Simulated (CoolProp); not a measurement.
Values from CoolProp's reference Helmholtz-energy equation of state, Akasaka 2023.

**Question.** For R1224YDZ, give the phase and the cp (kJ/(kg K)), cv (kJ/(kg K)), speed of sound (m/s), isothermal compressibility (1/MPa) at 160.45 °C and 4.06 MPa.

**Answer.** 
- 160.45 °C and 4.06 MPa: supercritical; cp 2.40, cv 1.04, speed of sound 123, isothermal compressibility 0.200
